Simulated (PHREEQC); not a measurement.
# Metal-bearing waste water: speciation

Dissolve 0.26 mol CdCl2 and 0.00031 mol NaCl per kg of water at 25 °C. Closed to the air; pH follows from the charge balance.

All values are PHREEQC results (ion-association model, phreeqc.dat), not measurements.

Each row changes one thing in this solution. Precipitation was switched off in this run.

```
case                                           pH  ionic strength (mol/kgw)  Cl- (mol/kgw)
-------------------------------------------  ----  ------------------------  -------------
as made                                      5.22                     0.242          0.205
NaCl from 0.00031 to 6.2e-05 mol/kgw         5.22                     0.242          0.205
CdCl2 left out                               7.00                  0.000310       0.000310
temperature from 25 to 75 °C                    ?                     0.236              ?
diluted 2-fold with water                    5.34                     0.148          0.125
NaCl left out                                5.22                     0.242          0.205
diluted 10-fold with water                      ?                    0.0440              ?
NaCl replaced by CuCl2 at the same molality  5.21                     0.243          0.206
NaCl from 0.00031 to 0.000465 mol/kgw        5.22                     0.242          0.205
```

Question: Some entries are withheld; supply them.

Answer: 
- temperature from 25 to 75 °C, pH: 5.00
- temperature from 25 to 75 °C, Cl- (mol/kgw): 0.193
- diluted 10-fold with water, pH: 5.66
- diluted 10-fold with water, Cl- (mol/kgw): 0.0342

At this temperature some constants are extrapolated from 25 °C, and those without enthalpy data are left unchanged.
